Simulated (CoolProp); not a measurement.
C2F6 (R116) at 298.15 K and 0.202 MPa flows at 3.2 m/s in a round tube of 20 mm bore and 0.25 µm roughness, fully developed (64/Re and Nu = 3.66 if laminar; Colebrook and Gnielinski if turbulent). Each further row changes one setting.

The numbers come from the reference Helmholtz-energy equation of state, Lemmon 2006 in CoolProp. It is a short technical equation, of lower accuracy than the large ones.

| case | Reynolds number | Darcy friction factor | pressure drop (Pa/m) | heat-transfer coefficient (W/(m² K)) | mass flow (kg/h) |
|---|---|---|---|---|---|
| as stated | 52100 | 0.0207 | 61.0 | 82.6 | 41.6 |
| velocity 6.4 m/s | 104000 | 0.0179 | 211 | 143 | 83.2 |
| diameter 40 mm | 104000 | 0.0179 | 26.3 | 71.2 | 166 |

Viscosity comes from a separate model (Huber 2003), an estimate that may be off by 10 % or more. Thermal conductivity comes from a separate model (Huber 2003), an estimate that may be off by 10 % or more.
